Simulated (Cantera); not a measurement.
An adiabatic, constant-volume homogeneous reactor starts with CH4 : O2 : N2 = 1 : 0.87 : 3.27 (molar parts), equivalence ratio 2.3, at 1725 K and 1.90 bar. Integrator tolerance rtol = 1e-08.

Model: GRI-Mech 3.0 (53 species, 325 reactions), integrated in Cantera.

What does this change do: pressure from 1.90 bar to 1.01 bar?


```tsv
quantity	before	after
time of steepest temperature rise	0.122 ms	0.204 ms
temperature at 2.00 s	2792 K	2757 K
equilibrium temperature	2792 K	2757 K
x(CH4) at 2.00 s	1.90e-10 (gas-phase equilibrium 2.12e-10)	5.79e-11 (gas-phase equilibrium 6.46e-11)
x(O2) at 2.00 s	3.07e-5 (gas-phase equilibrium 3.07e-5)	4.44e-5 (gas-phase equilibrium 4.44e-5)
x(HO2) at 2.00 s	5.30e-8 (gas-phase equilibrium 5.30e-8)	5.52e-8 (gas-phase equilibrium 5.52e-8)
x(H2O2) at 2.00 s	1.37e-8 (gas-phase equilibrium 1.37e-8)	1.12e-8 (gas-phase equilibrium 1.12e-8)
x(NO) at 2.00 s	0.000357 (gas-phase equilibrium 0.000357)	0.000408 (gas-phase equilibrium 0.000408)
```
